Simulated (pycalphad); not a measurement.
Computed with pycalphad from the COST 507 light-alloy database (1999), at 1 atm. The data set is of 1999 and partly superseded. Amounts are mole fractions of atoms.

Task: Give the equilibrium state of Al-47.7C (wt.%) at 2150 K.

Result: AL4C3, fraction 0.574, with 25.0 C wt.%; graphite, fraction 0.426, with 100 C wt.%.

Task: Give the equilibrium state of Al-47.7C (wt.%) at 2675 K.

Result: 
```
T = 2675.00 K, P = 101325 Pa, N = 1 mol of atoms
G = -119410 J/mol, H = 82848 J/mol, S = 75.61 J/(mol K)  (SER reference)
chemical potentials (J/mol): Al -208133, C -76104
phase             fraction      x(Al)       x(C)
GRAPHITE            0.5370       none     1.0000
LIQUID              0.4630     0.7084     0.2916
```

Database names, with the compositions (at.%) that they take in these runs: AL4C3: Al 57 C 43. An entry "none" or "no" means that the model of the phase leaves that element out.
